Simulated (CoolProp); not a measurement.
Vapour-liquid equilibrium of ethanol (1) + dimethyl carbonate (2) at 121.35 °C; x and y are mole fractions of (1).

The numbers come from the multi-fluid Helmholtz-energy mixture model, Schroeder 2014 and Zhou 2011; pair parameters Bell 2016 in CoolProp.

**Question.** Give the bubble pressure and the first vapour's composition at x = 0.15, 0.45, 0.75. Is there an azeotrope?

**Answer.** x = 0.15: 3.432 bar, y = 0.355; x = 0.45: 4.350 bar, y = 0.610; x = 0.75: 4.656 bar, y = 0.767. y crosses x between x = 0.75 and 0.85: the model has an azeotrope there.

Pair parameters are fitted to limited data, so mixtures are less certain than the pure fluids.
